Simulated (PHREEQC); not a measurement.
## Sulfide liquor: speciation

Solution (85 °C): 0.54 mmol/kgw H2S and 25 mmol/kgw HCl. Closed to the air; pH follows from the charge balance.

The numbers come from PHREEQC with the ion-association model, wateq4f.dat.

This is a speciation only: nothing precipitates in the calculation.

Task: Estimate the pH.

Result: pH 1.66.

Constants without temperature data keep their 25 °C values here. The polysulfide entries of wateq4f.dat were taken out for this run.
